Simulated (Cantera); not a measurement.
# Adiabatic ignition

An adiabatic, constant-pressure homogeneous reactor starts with CO : H2 : CH4 : O2 : N2 = 1 : 0.11 : 0.076 : 0.295 : 2.74 (molar parts), equivalence ratio 2.4, at 1250 K and 5.00 bar.

Computed with Cantera and GRI-Mech 3.0 (53 species, 325 reactions).

```json
[
 {"t (s)": "1.00e-6", "T (K)": "1250", "x CO": "0.237", "x H2": "0.0261", "x CH4": "0.0180", "x HO2": "3.38e-9", "x CH2CO": "<1e-12"},
 {"t (s)": "3.03e-6", "T (K)": "1250", "x CO": "0.237", "x H2": "0.0261", "x CH4": "0.0180", "x HO2": "1.81e-8", "x CH2CO": "<1e-12"},
 {"t (s)": "9.20e-6", "T (K)": "1250", "x CO": "0.237", "x H2": "0.0261", "x CH4": "0.0180", "x HO2": "9.77e-8", "x CH2CO": "3.49e-12"},
 {"t (s)": "2.79e-5", "T (K)": "1250", "x CO": "0.237", "x H2": "0.0261", "x CH4": "0.0180", "x HO2": "9.93e-7", "x CH2CO": "1.89e-10"},
 {"t (s)": "8.47e-5", "T (K)": "1258", "x CO": "0.237", "x H2": "0.0258", "x CH4": "0.0175", "x HO2": "3.98e-5", "x CH2CO": "1.17e-6"},
 {"t (s)": "0.000257", "T (K)": "1944", "x CO": "0.184", "x H2": "0.0164", "x CH4": "1.30e-11", "x HO2": "3.24e-6", "x CH2CO": "<1e-12"},
 {"t (s)": "0.000779", "T (K)": "2156", "x CO": "0.182", "x H2": "0.0194", "x CH4": "5.26e-12", "x HO2": "1.92e-9", "x CH2CO": "<1e-12"},
 {"t (s)": "0.00236", "T (K)": "2158", "x CO": "0.182", "x H2": "0.0195", "x CH4": "1.28e-11", "x HO2": "4.62e-10", "x CH2CO": "<1e-12"},
 {"t (s)": "0.00717", "T (K)": "2158", "x CO": "0.182", "x H2": "0.0195", "x CH4": "1.33e-11", "x HO2": "4.45e-10", "x CH2CO": "<1e-12"},
 {"t (s)": "0.0217", "T (K)": "2158", "x CO": "0.182", "x H2": "0.0195", "x CH4": "1.33e-11", "x HO2": "4.45e-10", "x CH2CO": "<1e-12"},
 {"t (s)": "0.0659", "T (K)": "2158", "x CO": "0.182", "x H2": "0.0195", "x CH4": "1.33e-11", "x HO2": "4.46e-10", "x CH2CO": "<1e-12"},
 {"t (s)": "0.200", "T (K)": "2158", "x CO": "0.182", "x H2": "0.0195", "x CH4": "1.32e-11", "x HO2": "4.46e-10", "x CH2CO": "<1e-12"}
]
```
x: mole fraction; the columns are a selection and need not sum to one.

* **time of steepest temperature rise**: 0.249 ms
* **temperature at 0.200 s**: 2158 K
* **equilibrium temperature**: 2158 K
* **x(CO) at 0.200 s**: 0.182 (gas-phase equilibrium 0.182)
* **x(H2) at 0.200 s**: 0.0195 (gas-phase equilibrium 0.0195)
* **x(CH4) at 0.200 s**: 1.32e-11 (gas-phase equilibrium 1.40e-11)
